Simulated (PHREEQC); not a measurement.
Make-up at 20 °C and 500 atm: 0.0011 mol Pb(NO3)2, 0.015 mol KNO3 and 0.0007 mol Cu(NO3)2 per kg of water. Closed to the air; pH follows from the charge balance.

All values are PHREEQC results (ion-association model, phreeqc.dat), not measurements.

Precipitation was switched off in this run.

Order these Pb species by the share of Pb that they hold, largest first: Pb+2, PbOH+, PbNO3+.

Pb+2 (82 %), PbNO3+ (18 %), PbOH+ (0.25 %)

The pH is 5.32 and the ionic strength 0.0200 mol/kgw. Complexes and solids missing from the database can't appear. Under pressure, the constants of complexes without a molar volume in the database are unreliable.
